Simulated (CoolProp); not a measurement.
Vapour-liquid equilibrium of R22 (1) + C3F8 (R218) (2) at 298 K; x and y are mole fractions of (1).

Computed with CoolProp (multi-fluid Helmholtz-energy mixture model, Kamei 1995 and Lemmon 2006; pair parameters Bell 2016).

Problem. Give the bubble pressure and the first vapour's composition at x = 0.15, 0.45, 0.55. Is there an azeotrope?

Solution. x = 0.15: 10.38 bar, y = 0.248; x = 0.45: 12.23 bar, y = 0.517; x = 0.55: 12.44 bar, y = 0.579. y crosses x between x = 0.55 and 0.65: the model has an azeotrope there.

Pair parameters are fitted to limited data, so mixtures are less certain than the pure fluids.
